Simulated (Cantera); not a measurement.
Input (Python, Cantera):

```python
import numpy as np
import cantera as ct

gas = ct.Solution("gri30.yaml")
gas.TPX = 1673, 710000, {'CH4': 1, 'O2': 2.3, 'N2': 20.2}
reactor = ct.IdealGasConstPressureReactor(gas, energy="on", clone=False)
net = ct.ReactorNet([reactor])
net.rtol, net.atol = 1e-08, 1e-16
show = ['CH4', 'O2', 'CH2', 'O', 'HCO']
times = np.geomspace(5e-06, 8, 13)

steps = ct.SolutionArray(gas, extra=["t"])
rows = []
print(f"{'t/s':>10s}{'T/K':>9s}{'P/Pa':>11s}" + "".join(f"{s:>11s}" for s in show))
for t in times:
    while net.time < t:
        t_next = net.step()
        steps.append(gas.state, t=t_next)
    rows.append([np.interp(t, steps.t, y) for y in (steps.T, steps.P, *steps(*show).X.T)])
    print(f"{t:10.3e}{rows[-1][0]:9.1f}{rows[-1][1]:11.4g}" + "".join(f"{x:11.3e}" for x in rows[-1][2:]))
rate = np.gradient(steps.T, steps.t)
print("integrator steps:", len(steps.t))
if steps.T.max() > steps.T[0] + 200:
    print(f"time of steepest temperature rise: {steps.t[rate.argmax()]:.4e} s")
gas.TPX = 1673, 710000, {'CH4': 1, 'O2': 2.3, 'N2': 20.2}
gas.equilibrate("HP")
print(f"equilibrium (HP): T = {gas.T:.1f} K  " + "  ".join(f"{s} {gas[s].X[0]:.3e}" for s in show))
```

It prints:

```
       t/s      T/K       P/Pa        CH4         O2        CH2          O        HCO
 5.000e-06   1672.9    7.1e+05  4.252e-02  9.786e-02  1.515e-10  1.070e-07  1.430e-10
 1.644e-05   1672.9    7.1e+05  4.237e-02  9.779e-02  2.441e-09  3.453e-07  4.200e-09
 5.407e-05   1679.3    7.1e+05  4.031e-02  9.665e-02  4.987e-08  1.865e-06  1.951e-07
 1.778e-04   2477.5    7.1e+05  4.683e-17  1.512e-02  1.062e-16  9.049e-04  3.447e-09
 5.848e-04   2497.5    7.1e+05  2.648e-17  1.409e-02  4.910e-17  6.412e-04  1.625e-09
 1.923e-03   2494.7    7.1e+05  2.748e-17  1.350e-02  4.908e-17  6.191e-04  1.628e-09
 6.325e-03   2489.6    7.1e+05  2.951e-17  1.243e-02  4.897e-17  5.794e-04  1.638e-09
 2.080e-02   2486.8    7.1e+05  3.076e-17  1.185e-02  4.892e-17  5.579e-04  1.645e-09
 6.840e-02   2486.7    7.1e+05  3.080e-17  1.183e-02  4.892e-17  5.571e-04  1.645e-09
 2.249e-01   2486.7    7.1e+05  3.080e-17  1.183e-02  4.892e-17  5.571e-04  1.645e-09
 7.397e-01   2486.7    7.1e+05  3.080e-17  1.183e-02  4.892e-17  5.571e-04  1.645e-09
 2.433e+00   2486.7    7.1e+05  3.080e-17  1.183e-02  4.892e-17  5.571e-04  1.645e-09
 8.000e+00   2486.7    7.1e+05  3.080e-17  1.183e-02  4.892e-17  5.571e-04  1.645e-09
integrator steps: 1837
time of steepest temperature rise: 1.0544e-04 s
equilibrium (HP): T = 2486.7 K  CH4 4.113e-17  O2 1.183e-02  CH2 6.085e-17  O 5.571e-04  HCO 1.645e-09
```

Detailed kinetics in Cantera: GRI-Mech 3.0 (53 species, 325 reactions).
